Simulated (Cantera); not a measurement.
# Equilibrium for silicon nitride deposition: SiHCl₃ + N₂ + NH₃

Feed: 1 mol SiHCl₃, 27 mol N₂, 1.1 mol NH₃, equilibrated at 1998.15 K.

These are equilibrium values from Cantera (NASA tables, ideal gas, pure condensed phases), not measurements of a reactor. Candidate condensed phases: NH₄Cl, Si, Si₃N₄; 28 gas species. The tables' values for SiCl, SiCl₃, SiN are old estimates; treat these amounts as uncertain. Kinetics and transport are ignored.

```
P (Pa)  log p N₂  log p H₂  log p HCl  log p Cl  log p H  log p SiCl₂  log p Si  n Si₃N₄(s)
------  --------  --------  ---------  --------  -------  -----------  --------  ----------
5          -4.38     -5.88      -5.71     -5.69    -5.73        -6.69     -5.91           0
36         -3.51     -4.89      -4.79     -5.27    -5.24        -5.25     -5.31           0
260        -2.64     -3.93      -3.99     -4.95    -4.76        -4.19     -4.88           0
1900       -1.78     -3.02      -3.19     -4.60    -4.30        -3.25     -4.64           0
14000      -0.91     -2.14      -2.35     -4.20    -3.86        -2.36     -4.55           0
100000     -0.05     -1.31      -1.39     -3.66    -3.45        -1.58     -4.86      0.0504
```
log p: log10 of the partial pressure in bar; n: condensed amount in mol.

From 5.00 Pa to 0.140 bar nothing is condensed. At 1.00 bar the condensed part is Si₃N₄(s). The main Si-bearing gas is Si at 5.00 Pa and SiCl₂ at 1.00 bar.
